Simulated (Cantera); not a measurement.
An adiabatic, constant-volume homogeneous reactor starts with 19.6 % CO, 1.71 % H2, 9.70 % O2, 67.0 % N2, 1.96 % CO2, equivalence ratio 1.1, at 1025 K and 570000 Pa.

Detailed kinetics in Cantera: GRI-Mech 3.0 (53 species, 325 reactions). The hydrogen kinetics of GRI-Mech 3.0 are dated; newer H2 mechanisms differ, most at raised pressure.

x: mole fraction; the columns are a selection and need not sum to one.

| t (s) | T (K) | P (bar) | x CO | x H2 | x O2 | x CO2 | x HO2 |
|---|---|---|---|---|---|---|---|
| 4.00e-6 | 1025 | 5.70 | 0.196 | 0.0171 | 0.0970 | 0.0196 | 6.02e-10 |
| 1.01e-5 | 1025 | 5.70 | 0.196 | 0.0171 | 0.0970 | 0.0196 | 2.96e-9 |
| 2.56e-5 | 1025 | 5.70 | 0.196 | 0.0171 | 0.0970 | 0.0196 | 1.10e-8 |
| 6.49e-5 | 1025 | 5.70 | 0.196 | 0.0171 | 0.0970 | 0.0196 | 3.64e-8 |
| 0.000164 | 1025 | 5.70 | 0.196 | 0.0171 | 0.0970 | 0.0196 | 1.42e-7 |
| 0.000416 | 1025 | 5.70 | 0.196 | 0.0171 | 0.0970 | 0.0196 | [?] |
| 0.00105 | 1028 | 5.72 | 0.196 | 0.0170 | 0.0969 | 0.0199 | 2.43e-5 |
| 0.00266 | 2601 | 13.3 | [?] | [?] | [?] | 0.189 | [?] |
| 0.00674 | 2629 | 13.4 | 0.0428 | 0.000574 | 0.00771 | 0.194 | 1.30e-6 |
| 0.0171 | 2629 | 13.4 | 0.0428 | 0.000574 | 0.00768 | 0.194 | 1.29e-6 |
| 0.0432 | 2629 | 13.4 | 0.0428 | 0.000574 | 0.00768 | 0.194 | 1.29e-6 |
| 0.109 | 2629 | 13.4 | 0.0428 | 0.000574 | 0.00768 | 0.194 | 1.29e-6 |
| 0.277 | 2629 | 13.4 | 0.0428 | 0.000574 | 0.00768 | 0.194 | 1.29e-6 |
| 0.700 | 2629 | 13.4 | 0.0428 | 0.000574 | 0.00768 | 0.194 | 1.29e-6 |

Q: What belongs in the gaps?

A: 
- 0.000416, x HO2: 1.12e-6
- 0.00266, x CO: 0.0470
- 0.00266, x H2: 0.000628
- 0.00266, x O2: 0.0118
- 0.00266, x HO2: 2.03e-6
